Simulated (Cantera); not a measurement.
Charge: 1 mol MgCO3, 0.97 mol H2S, 0.95 mol CO2, 0.34 mol H2, equilibrated at 1.00 bar.

Equilibrium computed with Cantera from the NASA thermochemical tables; the gas is ideal and each condensed phase is pure. Candidate condensed phases: C, C6H6, C7H8, C8H18, H2O, H2SO4, Mg, MgCO3, MgO, Mg(OH)2, MgS, MgSO4, S; 130 gas species. Gases not in the tables: S3 to S7. Equilibrium is a limit: real reactors are often held back by kinetics, nucleation or transport.

Task: At 873 K, list the 7 most abundant gas species with their mole fractions, and the condensed phases.

Result: CO2 0.508, H2S 0.278, H2O 0.0901, CO 0.0709, H2 0.0335, COS 0.0189, CS2 0.000167. Condensed: MgO(s).
